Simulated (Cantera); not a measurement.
# Ignition delay

Mixture: CH₄ : O₂ : N₂ = 1 : 2.41 : 9.06 (molar parts), equivalence ratio 0.83, at 0.310 bar, adiabatic and at constant volume. Ignition delay is the time to a rise of 400 K.

Computed with Cantera and GRI-Mech 3.0 (53 species, 325 reactions).

```tsv
T0 (K)	delay (ms)
1198	105
1298	25.2
1398	7.42
1498	2.69
1598	1.17
1698	0.579
1798	0.313
1898	0.181
1998	0.111
2098	0.0714
```

The apparent activation energy between 1898 and 2098 K is 150 kJ/mol.
